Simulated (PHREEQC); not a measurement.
Make-up at 25 °C: 0.017 mol/kgw HF, 4.6e-05 mol/kgw NH4F, 0.00041 mol/kgw H2SiF6 and 0.00012 mol/kgw HCl. Closed to the air; pH follows from the charge balance.

Equilibrium calculation in PHREEQC: ion-association model, wateq4f.dat.

```json
{
 "pH": "2.46",
 "ionic_strength": "0.00418 mol/kgw",
 "total_alkalinity": "-19.6 meq/kg"
}
```

```csv
species,molality,activity,log γ
HF,0.0132,0.0132,0.000
H+,0.00373,0.00350,-0.028
F-,0.00270,0.00251,-0.031
H2F2,0.000452,0.000453,0.000
SiF6-2,0.000410,0.000311,-0.119
HF2-,0.000136,0.000127,-0.031
Cl-,0.000120,0.000112,-0.031
```

This is a speciation only: nothing precipitates in the calculation. SiF6-2 is the database's only silicon fluoride.
